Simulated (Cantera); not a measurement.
Feed: 1 mol BN, 8 mol N2, held at 5.50 mbar.

Cantera equilibrium calculation (NASA polynomials, part measured and part estimated; ideal gas, pure solids and liquids). Candidate condensed phases: B, BN; 5 gas species. The numbers say what is thermodynamically allowed, not how fast it happens. All values below are at 2698 K.

Base state: N2 0.907, B 0.0913, BN 0.00181, B2 3.54e-5, N 2.05e-5 (mole fractions); condensed: B(l).

What changes in the equilibrium state with this change: pressure from 5.50 mbar to 6.10 bar?


```json
[
 {"species": "N2", "before": "0.907", "after": "1.000"},
 {"species": "B", "before": "0.0913", "after": "2.38e-5"},
 {"species": "BN", "before": "0.00181", "after": "1.66e-5"},
 {"species": "B2", "before": "3.54e-5", "after": "2.67e-9"},
 {"species": "N", "before": "2.05e-5", "after": "6.48e-7"},
 {"species": "B(l), mol", "before": "0.128", "after": "0"},
 {"species": "BN(s), mol", "before": "0", "after": "1.000"}
]
```

What changes in the equilibrium state with this change: pressure from 5.50 mbar to 1 atm?


```
species      before     after
----------  -------  --------
N2            0.907     1.000
B            0.0913  0.000352
BN          0.00181   9.97e-5
B2          3.54e-5   9.69e-8
N           2.05e-5   1.59e-6
B(l), mol     0.128         0
BN(s), mol        0     0.996
```
